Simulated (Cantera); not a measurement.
Adiabatic ignition

An adiabatic, constant-pressure homogeneous reactor starts with CO : H₂ : O₂ : N₂ = 1 : 0.7 : 2.83 : 26.6 (molar parts), at 1648 K and 0.690 bar.

Cantera simulation using GRI-Mech 3.0 (53 species, 325 reactions); the numbers are that mechanism's predictions, not measurements.

```json
[
 {"t (s)": "2.00e-6", "T (K)": "1648", "x CO": "0.0321", "x H₂": "0.0225", "x O₂": "0.0909", "x H₂O": "1.68e-8", "x N₂O": "<1e-12"},
 {"t (s)": "8.89e-6", "T (K)": "1648", "x CO": "0.0321", "x H₂": "0.0225", "x O₂": "0.0909", "x H₂O": "1.31e-6", "x N₂O": "6.01e-12"},
 {"t (s)": "3.95e-5", "T (K)": "1650", "x CO": "0.0313", "x H₂": "0.0135", "x O₂": "0.0846", "x H₂O": "0.00606", "x N₂O": "1.24e-8"},
 {"t (s)": "0.000175", "T (K)": "1751", "x CO": "0.0136", "x H₂": "0.00156", "x O₂": "0.0650", "x H₂O": "0.0155", "x N₂O": "2.51e-7"},
 {"t (s)": "0.000780", "T (K)": "1922", "x CO": "0.00580", "x H₂": "0.000872", "x O₂": "0.0643", "x H₂O": "0.0191", "x N₂O": "3.47e-7"},
 {"t (s)": "0.00346", "T (K)": "2022", "x CO": "0.00147", "x H₂": "0.000202", "x O₂": "0.0649", "x H₂O": "0.0217", "x N₂O": "4.75e-7"},
 {"t (s)": "0.0154", "T (K)": "2045", "x CO": "0.000326", "x H₂": "4.69e-5", "x O₂": "0.0651", "x H₂O": "0.0225", "x N₂O": "2.53e-7"},
 {"t (s)": "0.0684", "T (K)": "2045", "x CO": "0.000297", "x H₂": "4.32e-5", "x O₂": "0.0650", "x H₂O": "0.0226", "x N₂O": "2.38e-7"},
 {"t (s)": "0.304", "T (K)": "2044", "x CO": "0.000295", "x H₂": "4.30e-5", "x O₂": "0.0648", "x H₂O": "0.0226", "x N₂O": "2.37e-7"},
 {"t (s)": "1.35", "T (K)": "2040", "x CO": "0.000288", "x H₂": "4.21e-5", "x O₂": "0.0640", "x H₂O": "0.0226", "x N₂O": "2.36e-7"},
 {"t (s)": "6.00", "T (K)": "2035", "x CO": "0.000279", "x H₂": "4.09e-5", "x O₂": "0.0628", "x H₂O": "0.0226", "x N₂O": "2.38e-7"}
]
```
x: mole fraction; the columns are a selection and need not sum to one.

```
Item                                                                   Value
---------------------------------  -----------------------------------------
time of steepest temperature rise                                    49.5 µs
temperature at 6.00 s                                                 2035 K
equilibrium temperature                                               2035 K
x(CO) at 6.00 s                    0.000279 (gas-phase equilibrium 0.000278)
x(H₂) at 6.00 s                      4.09e-5 (gas-phase equilibrium 4.08e-5)
x(O₂) at 6.00 s                        0.0628 (gas-phase equilibrium 0.0627)
```
